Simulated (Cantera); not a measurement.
Charge: 1 mol SiH2Cl2, 17 mol H2, at 10000 Pa.

These are equilibrium values from Cantera (NASA tables, ideal gas, pure condensed phases), not measurements of a reactor. Candidate condensed phases: Si; 19 gas species. The tables' values for SiCl, SiCl3 are old estimates; treat these amounts as uncertain. Gases not in the tables: Si2H6 and higher silanes. The numbers say what is thermodynamically allowed, not how fast it happens.

x: gas mole fraction; n: condensed amount in mol.

```tsv
T (°C)	x H2	x HCl	x H	x Si	x SiCl2	n Si(l)
1877	0.894	0.0761	0.0126	0.00224	0.0132	0.675
1902	0.891	0.0762	0.0146	0.00289	0.0129	0.662
1927	0.888	0.0762	0.0168	0.00369	0.0126	0.645
1952	0.884	0.0762	0.0193	0.00469	0.0124	0.623
1977	0.880	0.0761	0.0220	0.00592	0.0121	0.595
2002	0.875	0.0759	0.0251	0.00745	0.0118	0.560
2027	0.870	0.0756	0.0285	0.00932	0.0115	___
2052	0.863	0.0752	0.0323	0.0116	0.0112	___
2077	0.856	0.0747	0.0365	0.0144	0.0109	___
2102	0.848	0.0741	0.0411	0.0177	0.0106	___
2127	0.839	0.0733	0.0461	0.0218	0.0103	___
2152	0.829	0.0724	0.0515	0.0266	0.00992	___
2177	0.819	0.0722	0.0575	0.0309	0.00932	0
2202	0.810	0.0735	0.0640	0.0321	0.00819	0
```

Task: Fill in the missing entries.

Result: 
- 2027, n Si(l): 0.517
- 2052, n Si(l): 0.463
- 2077, n Si(l): 0.397
- 2102, n Si(l): 0.316
- 2127, n Si(l): 0.218
- 2152, n Si(l): 0.0979
